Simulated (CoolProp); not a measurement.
Computed with CoolProp (reference Helmholtz-energy equation of state, Span 1996).

### Question
For carbon dioxide, give the phase and the cp (kJ/(kg K)), Joule-Thomson coefficient (K/MPa) at 79.05 °C and 1.84 bar; 79.05 °C and 39.7 bar.

### Answer
- 79.05 °C and 1.84 bar: gas; cp 0.904, Joule-Thomson coefficient 7.22
- 79.05 °C and 39.7 bar: gas; cp 1.10, Joule-Thomson coefficient 7.09
